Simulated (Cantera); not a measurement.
A closed system holds: 1 mol SiCl4, 0.033 mol C3H8, 3.6 mol H2, at 2373.15 K and 0.220 bar.

These are equilibrium values from Cantera (NASA tables, ideal gas, pure condensed phases), not measurements of a reactor. Candidate condensed phases: C, C6H6, C7H8, C8H18, Si, SiC; 109 gas species. The tables' values for SiCl, SiCl3 are old estimates; treat these amounts as uncertain. Gases not in the tables: Si2H6 and higher silanes. Equilibrium is a limit: real reactors are often held back by kinetics, nucleation or transport.

Base state: H2 0.444, HCl 0.367, SiCl2 0.146, H 0.0199, Cl 0.0117, SiCl 0.00393, SiCl3 0.00290, Si 0.00234 (mole fractions); condensed: SiC(s).

Problem. What changes in the equilibrium state with this change: C3H8 from 0.033 to 0.18 mol?

Solution. 
| species | before | after |
|---|---|---|
| H2 | 0.444 | 0.458 |
| HCl | 0.367 | 0.400 |
| SiCl2 | 0.146 | 0.100 |
| Cl | 0.0117 | 0.0126 |
| H | 0.0199 | 0.0202 |
| C2HCl | 7.36e-6 | 2.27e-5 |
| C2H2 (acetylene) | 0.000965 | 0.00282 |
| Si2 | 1.51e-5 | 5.31e-6 |
| Si | 0.00234 | 0.00139 |
| SiC(s), mol | 0.0844 | 0.312 |
| C(graphite), mol | 0 | 0.187 |
